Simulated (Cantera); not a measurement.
A perfectly stirred reactor is fed with CH4 : O2 : N2 : H2O = 1 : 2 : 7.52 : 0.73 (molar parts), equivalence ratio 1.0, at 3.45 atm; it is adiabatic with a 800 K inlet, and is followed from long to short residence time, starting on the burning branch (τ in s: 0.28, 0.13, 0.064, 0.03, 0.014, 0.0069, 0.0033, 0.0016, 0.00075, 0.00036, 0.00017, 8.1e-05).

Detailed kinetics in Cantera: GRI-Mech 3.0 (53 species, 325 reactions).

### Question
What does this change do: inlet temperature 800 to 675 K?

### Answer
```tsv
quantity	before	after
blow-out, bracketed by the residence times tried	burning at 81.0 µs, the shortest tried	burning at 81.0 µs, the shortest tried
x(CH4) at τ = 0.280 s	2.60e-7	3.96e-7
x(O2) at τ = 0.280 s	0.00634	0.00512
x(H2O) at τ = 0.280 s	0.231	0.233
x(NO) at τ = 0.280 s	0.00300	0.00226
x(C2H6) at τ = 0.280 s	<1e-12	<1e-12
x(CH4) at τ = 3.30 ms	1.67e-5	2.20e-5
x(O2) at τ = 3.30 ms	0.00872	0.00794
x(H2O) at τ = 3.30 ms	0.228	0.230
x(NO) at τ = 3.30 ms	0.000883	0.000549
x(C2H6) at τ = 3.30 ms	7.36e-11	1.91e-10
```

### Question
What does this change do: pressure from 3.45 atm to 0.464 atm?

### Answer
| quantity | before | after |
|---|---|---|
| blow-out, bracketed by the residence times tried | burning at 81.0 µs, the shortest tried | burning at 81.0 µs, the shortest tried |
| x(CH4) at τ = 0.280 s | 2.60e-7 | 1.03e-6 |
| x(O2) at τ = 0.280 s | 0.00634 | 0.00993 |
| x(H2O) at τ = 0.280 s | 0.231 | 0.224 |
| x(NO) at τ = 0.280 s | 0.00300 | 0.00270 |
| x(C2H6) at τ = 0.280 s | <1e-12 | <1e-12 |
| x(CH4) at τ = 3.30 ms | 1.67e-5 | 4.37e-5 |
| x(O2) at τ = 3.30 ms | 0.00872 | 0.0178 |
| x(H2O) at τ = 3.30 ms | 0.228 | 0.211 |
| x(NO) at τ = 3.30 ms | 0.000883 | 0.000259 |
| x(C2H6) at τ = 3.30 ms | 7.36e-11 | 1.09e-10 |
